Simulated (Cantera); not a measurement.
Feed: 1 mol SiC, 0.76 mol O2, 5.8 mol N2, equilibrated at 0.000130 bar.

Cantera equilibrium calculation (NASA polynomials, part measured and part estimated; ideal gas, pure solids and liquids). Candidate condensed phases: C, Si, SiC, SiO2, Si2N2O, Si3N4; 34 gas species. Rates play no part.

Problem. What share of the Si ends up in condensed phases as a function of T (°C), at 1277, 1327, 1377, 1427, 1477, 1527, 1577, 1627, 1677, 1727, 1777, 1827, 1877?

Solution. 
```tsv
T (°C)	Si condensed (%)	as
1277	24.0	SiC(s)
1327	23.9	SiC(s)
1377	23.8	SiC(s)
1427	23.5	SiC(s)
1477	22.8	SiC(s)
1527	21.1	SiC(s)
1577	17.3	SiC(s)
1627	9.8	SiC(s)
1677	0.0	-
1727	0.0	-
1777	0.0	-
1827	0.0	-
1877	0.0	-
```
